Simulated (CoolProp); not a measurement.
Vapour-liquid equilibrium of R152A (1) + R113 (2) at 325.3 K; x and y are mole fractions of (1).

Model: multi-fluid Helmholtz-energy mixture model, Outcalt 1996 and Marx 1992; pair parameters Bell 2016, in CoolProp.

```tsv
x	bubble pressure (MPa)	y at the bubble point	dew pressure at overall composition x (MPa)	liquid density (mol/L)
0.05	0.2131	0.455	0.1237	8.138
0.125	0.3444	0.672	0.1342	8.371
0.2	0.4606	0.762	0.1466	8.613
0.275	0.5620	0.813	0.1615	8.867
0.35	0.6502	0.845	0.1797	9.134
0.425	0.7273	0.868	0.2025	9.415
0.5	0.7962	0.886	0.2317	9.713
0.575	0.8597	0.902	0.2706	10.03
0.65	0.9207	0.916	0.3247	10.37
0.725	0.9818	0.931	0.4047	10.74
0.8	1.045	0.946	0.5329	11.15
0.875	1.113	0.964	0.7527	11.60
0.95	1.188	0.984	1.060	12.10
```

No azeotrope shows between x = 0.05 and 0.95.

The pair parameters rest on a limited set of measurements; away from them the model extrapolates.
